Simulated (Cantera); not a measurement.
A perfectly stirred reactor is fed with NH3 : N2 = 1 : 2.4 (molar parts), at 0.132 atm; it is held at 1725 K, and followed from long to short residence time.

Model: the gas-phase N/H chemistry of the illustrative SiF4/NH3 mechanism in the Surface Chemkin manual (1991), integrated in Cantera. Walls and surfaces, which speed up NH3 decomposition in real reactors, are not modelled.

### Question
What does this change do: 0.017 parts H2 added?

### Answer
```csv
quantity,before,after
x(NH3) at τ = 2.60 s,0.188,0.188
x(H) at τ = 2.60 s,3.03e-5,3.11e-5
x(NH2) at τ = 2.60 s,0.000119,0.000118
x(H2) at τ = 2.60 s,0.123,0.126
x(N2) at τ = 2.60 s,0.689,0.686
x(NH3) at τ = 13.0 ms,0.293,0.292
x(H) at τ = 13.0 ms,2.34e-7,1.22e-6
x(NH2) at τ = 13.0 ms,0.000155,0.000150
x(H2) at τ = 13.0 ms,0.000711,0.00569
x(N2) at τ = 13.0 ms,0.706,0.702
```

### Question
What does this change do: temperature 1725 to 1425 K?

### Answer
```
quantity                 before     after
---------------------  --------  --------
x(NH3) at τ = 2.60 s      0.188     0.292
x(H) at τ = 2.60 s      3.03e-5   1.05e-7
x(NH2) at τ = 2.60 s   0.000119   2.21e-5
x(H2) at τ = 2.60 s       0.123   0.00277
x(N2) at τ = 2.60 s       0.689     0.705
x(NH3) at τ = 13.0 ms     0.293     0.294
x(H) at τ = 13.0 ms     2.34e-7  3.12e-10
x(NH2) at τ = 13.0 ms  0.000155   1.53e-6
x(H2) at τ = 13.0 ms   0.000711   8.22e-7
x(N2) at τ = 13.0 ms      0.706     0.706
```
